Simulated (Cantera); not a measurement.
Pyrogenic steam for wet oxidation

An isothermal, constant-pressure homogeneous reactor starts with 10.2 % H2, 13.2 % O2, 76.6 % N2, equivalence ratio 0.39, at 1300 K and 630 Torr.

Computed with Cantera and the H2/O2 subset of GRI-Mech 3.0, which has no nitrogen chemistry. The temperature is held fixed by assumption; the heat of reaction is taken as removed at once.

```
t (s)         x H2    x O2    x HO2      x O   x H2O2     x H2O
--------  --------  ------  -------  -------  -------  --------
3.00e-5      0.101   0.132  1.07e-5  4.10e-5  4.78e-8  0.000193
0.000125   0.00273  0.0851  3.88e-5  0.00293  3.80e-6     0.101
0.000522  0.000110  0.0855  7.32e-6  9.47e-5  7.16e-7     0.107
0.00218    6.15e-6  0.0856  7.19e-7  7.22e-6  1.20e-7     0.107
0.00909    6.71e-7  0.0856  1.09e-7  1.07e-6  2.39e-8     0.107
0.0379     1.27e-7  0.0856  2.88e-8  2.24e-7  5.67e-9     0.107
0.158      4.22e-8  0.0856  1.91e-8  7.14e-8  1.94e-9     0.107
0.660      3.49e-8  0.0856  1.89e-8  5.69e-8  1.58e-9     0.107
2.75       3.49e-8  0.0856  1.89e-8  5.68e-8  1.58e-9     0.107
11.5       3.49e-8  0.0856  1.89e-8  5.68e-8  1.58e-9     0.107
47.9       3.49e-8  0.0856  1.89e-8  5.68e-8  1.58e-9     0.107
200        3.49e-8  0.0856  1.89e-8  5.68e-8  1.58e-9     0.107
```
x: mole fraction; the columns are a selection and need not sum to one.

Equilibrium at this temperature and pressure: H2 3.49e-8, O2 0.0856, HO2 1.89e-8, O 5.68e-8, H2O2 1.58e-9, H2O 0.107 (gas phase only).
